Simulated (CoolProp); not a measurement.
Values from CoolProp's reference Helmholtz-energy equation of state, Lemmon 2006. It is a short technical equation, of lower accuracy than the large ones.

Give the vapour pressure (MPa), liquid density (kg/m³), liquid cp (kJ/(kg K)) of saturated CH3F (R41) at 223.8, 226.1 K.


```json
[
 {"T (K)": "223.8", "p (MPa)": "0.399", "liquid density (kg/m³)": "817", "liquid cp (kJ/(kg K))": "2.15"},
 {"T (K)": "226.1", "p (MPa)": "0.438", "liquid density (kg/m³)": "812", "liquid cp (kJ/(kg K))": "2.16"}
]
```
